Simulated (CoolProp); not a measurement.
Vapour-liquid equilibrium of R1234yf (1) + R227EA (2) at 338.5 K; x and y are mole fractions of (1).

Model: multi-fluid Helmholtz-energy mixture model, Lemmon 2022 and Lemmon 2016; pair parameters Bell 2016, in CoolProp.

```tsv
x	bubble pressure (bar)	y at the bubble point	dew pressure at overall composition x (bar)	liquid density (mol/L)
0.05	13.61	0.061	?	7.008
0.125	13.99	0.150	13.88	7.077
0.2	?	0.235	14.21	7.147
0.275	14.74	0.317	14.55	7.218
0.35	15.12	0.396	14.90	7.291
0.425	15.49	0.473	15.26	7.366
0.5	15.87	0.548	?	7.442
0.575	?	0.621	16.01	7.520
0.65	16.63	0.692	16.41	7.599
0.725	17.02	?	16.82	7.680
0.8	17.41	0.828	17.25	7.762
0.875	17.81	?	17.69	7.846
0.95	?	0.958	18.16	7.930
```

### Question
Complete the blanks.

### Answer

- 0.05, dew pressure at overall composition x (bar): 13.56
- 0.2, bubble pressure (bar): 14.37
- 0.5, dew pressure at overall composition x (bar): 15.63
- 0.575, bubble pressure (bar): 16.25
- 0.725, y at the bubble point: 0.761
- 0.875, y at the bubble point: 0.894
- 0.95, bubble pressure (bar): 18.22

No azeotrope shows between x = 0.05 and 0.95.

Pair parameters are fitted to limited data, so mixtures are less certain than the pure fluids.
